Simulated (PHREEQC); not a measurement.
Consider water at 25 °C with 0.0034 mol HF, 0.002 mol H2SiF6 and 0.00017 mol H3BO3 per kg of water. Closed to the air; pH follows from the charge balance.

Equilibrium calculation in PHREEQC: ion-association model, phreeqc.dat.

| quantity | before | after |
|---|---|---|
| pH | 2.39 | 2.87 |
| ionic strength (mol/kgw) | 0.00627 | 0.00707 |
| HF (mol/kgw) | 0.00326 | 0.00237 |
| SiF6-2 (mol/kgw) | 0.00186 | 0.00190 |
| F- (mol/kgw) | 0.000580 | 0.00128 |
| H4SiO4 (mol/kgw) | 0.000138 | 0.000103 |
| SI of Quartz (SiO2) | +0.12 | -0.01 |

Which change was made?
(A) H3BO3 replaced by HBF4 at the same molality
(B) H3BO3 left out
(C) H2SiF6 from 0.002 to 0.0004 mol/kgw
(D) temperature from 25 to 85 °C
(E) 0.0037 mol/kgw KOH added

E, 0.0037 mol/kgw KOH added

Precipitation was switched off in this run. Some of these states are supersaturated (in Quartz (slow to form), for instance). SiF6-2 is the database's only silicon fluoride. Real BF4- forms and hydrolyses slowly; the run takes it at equilibrium.
